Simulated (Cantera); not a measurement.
Charge: 1 mol CsOH, 0.017 mol H₂O, held at 2125 K and 25.0 Pa.

These are equilibrium values from Cantera (NASA tables, ideal gas, pure condensed phases), not measurements of a reactor. Candidate condensed phases: Cs, CsOH, H₂O; 15 gas species. Equilibrium is a limit: real reactors are often held back by kinetics, nucleation or transport.

**Question.** What is the equilibrium state?

**Answer.** 
```json
{
 "x(Cs)": "0.507",
 "x(H₂O)": "0.201",
 "x(O₂)": "0.121",
 "x(H)": "0.0368",
 "x(O)": "0.0364",
 "x(OH)": "0.0358",
 "x(CsOH)": "0.0354",
 "x(H₂)": "0.0256",
 "x(CsO)": "0.000432",
 "gas_amount": "1.842 mol",
 "log10 activity of CsOH(l) (absent)": "-6.93"
}
```
